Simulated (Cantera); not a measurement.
What does this Cantera script print?

```python
import numpy as np
import cantera as ct

gas_names = """
    CL CL2 H HCL H2 N NH NH2 NH3 N2 N2H2 N2H4 Si SiCL SiCL2 SiCL3 SiCL4 SiH SiHCL3 SiH2 SiH2CL2 SiH3
    SiH3CL SiH4 SiN Si2 Si2N Si3
""".split()
cond_names = """
    NH4CL(a) NH4CL(b) Si(cr) Si(L) Si3N4(a)
""".split()


def load(file, names, dense=False):
    # The tables refer to 1 bar. Condensed volumes are neglected.
    table = {s.name: s for s in ct.Species.list_from_file(file)}
    out = []
    for n in names:
        d = dict(table[n].input_data)
        d["thermo"] = dict(d["thermo"], **{"reference-pressure": 1e5})
        if dense:
            d["equation-of-state"] = {"model": "constant-volume", "density": "1e6 g/cm^3"}
        out.append(ct.Species.from_dict(d))
    return out


gas = ct.Solution(thermo="ideal-gas", species=load("nasa_gas.yaml", gas_names))
cond = {s.name: ct.Solution(thermo="fixed-stoichiometry", species=[s], name=s.name)
        for s in load("nasa_condensed.yaml", cond_names, dense=True)}
atoms = {
    'SiH2Cl2': {'Si': 1, 'H': 2, 'CL': 2},
    'NH3': {'N': 1, 'H': 3},
}
top_T = {'Si3N4(a)': 2400}  # K; cautious upper limits of use, not melting points


def equilibrate(T, P, feed):
    n = {}
    for name, mol in feed.items():
        for a, k in atoms[name].items():
            n[a] = n.get(a, 0.0) + k * mol
    gas.TPX = T, P, n
    mass = sum(n.values()) * gas.mean_molecular_weight
    gas.equilibrate("TP")
    valid = [c for c in cond.values() if c.min_temp <= T <= top_T.get(c.name, c.max_temp)]
    mix = ct.Mixture([(gas, mass / gas.mean_molecular_weight)] + [(c, 0.0) for c in valid])
    mix.T, mix.P = T, P
    mix.equilibrate("TP", solver="vcs", rtol=1e-11, max_steps=5000)
    return mix


results = []
feed = {'SiH2Cl2': 1, 'NH3': 1.7}  # mol
T = 1350  # K
P = 1000  # Pa
mix = equilibrate(T, P, feed)
results.append((T, P, feed, dict(zip(mix.species_names, mix.species_moles))))
print(gas.report(threshold=1e-05))
for i in range(1, mix.n_phases):
    print(f"{mix.phase(i).name:16s} {mix.phase_moles(i):12.5e} mol")
```

Result:

```
       temperature   1350 K
          pressure   1000 Pa
           density   0.0016616 kg/m^3
  mean mol. weight   18.65 kg/kmol
   phase of matter   gas

                          1 kg             1 kmol
                     ---------------   ---------------
          enthalpy       -4.3985e+05       -8.2034e+06  J
   internal energy       -1.0417e+06       -1.9428e+07  J
           entropy             13479        2.5138e+05  J/K
    Gibbs function       -1.8636e+07       -3.4757e+08  J
 heat capacity c_p              1803             33627  J/K
 heat capacity c_v            1357.2             25313  J/K

                      mass frac. Y      mole frac. X     chem. pot. / RT
                     ---------------   ---------------   ---------------
                 H        9.7264e-07        1.7996e-05           -11.734
               HCL           0.68185           0.34881           -38.975
                H2          0.061636            0.5702           -23.468
                N2          0.083321          0.055471           -33.191
             SiCL2          0.068995             0.013           -62.643
             SiCL3          0.031661         0.0043923           -89.883
             SiCL4          0.067432         0.0074028           -117.12
            SiHCL3         0.0050328        0.00069301           -101.62
     [  +20 minor]        6.9115e-05        1.8838e-05

Si(cr)            0.00000e+00 mol
Si3N4(a)          2.92832e-01 mol
```

Cantera equilibrium calculation (NASA polynomials, part measured and part estimated; ideal gas, pure solids and liquids). The tables' values for SiCl3 are old estimates; treat these amounts as uncertain.
